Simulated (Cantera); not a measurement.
Feed: 1 mol CCl₄, 0.52 mol Si, at 627 °C and 10000 Pa.

Method: chemical equilibrium by Gibbs-energy minimisation in Cantera with the NASA 1993 tables (ideal gas, pure condensed phases). Candidate condensed phases: C, Si, SiC; 24 gas species. Gases not in the tables: chlorinated aromatics. The numbers say what is thermodynamically allowed, not how fast it happens.

Base state: Cl₂ 0.647, SiCl₄ 0.352, CCl₄ 0.000952, Cl 0.000188 (mole fractions); condensed: C(graphite).

Task: What changes in the equilibrium state with this change: CCl₄ replaced by CH₃F?

Result: 
```tsv
species	before	after
H₂	0	0.832
SiF₄	0	0.145
CH₄	0	0.0216
Cl₂	0.647	0
SiCl₄	0.352	0
SiHF₃	0	0.00122
CCl₄	0.000952	0
Cl	0.000188	0
C(graphite), mol	0.999	0.694
SiC(s), mol	0	0.269
```
Further candidate phases: C₆H₆, C₇H₈, C₈H₁₈.
